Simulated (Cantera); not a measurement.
An adiabatic, constant-volume homogeneous reactor starts with CH4 : CO : O2 : N2 = 1 : 0.59 : 1.91 : 21 (molar parts), equivalence ratio 1.2, at 1100 K and 173 Torr. Integrator tolerance rtol = 1e-08.

Cantera simulation using GRI-Mech 3.0 (53 species, 325 reactions); the numbers are that mechanism's predictions, not measurements.

Task: What does this change do: initial temperature 1100 to 1400 K?

Result: 
```
quantity                                                            before                                    after
---------------------------------  ---------------------------------------  ---------------------------------------
temperature at 0.200 s                                              1100 K                                   2361 K
equilibrium temperature                                             2158 K                                   2361 K
x(CH4) at 0.200 s                    0.0408 (gas-phase equilibrium <1e-12)    <1e-12 (gas-phase equilibrium <1e-12)
x(CO) at 0.200 s                     0.0241 (gas-phase equilibrium 0.0237)    0.0273 (gas-phase equilibrium 0.0273)
x(O2) at 0.200 s                   0.0779 (gas-phase equilibrium 0.000133)  0.00136 (gas-phase equilibrium 0.00136)
x(C2H) at 0.200 s                    <1e-12 (gas-phase equilibrium <1e-12)    <1e-12 (gas-phase equilibrium <1e-12)
x(C2H2) at 0.200 s                 7.66e-12 (gas-phase equilibrium <1e-12)    <1e-12 (gas-phase equilibrium <1e-12)
time of steepest temperature rise                              not reached                                  26.4 ms
```
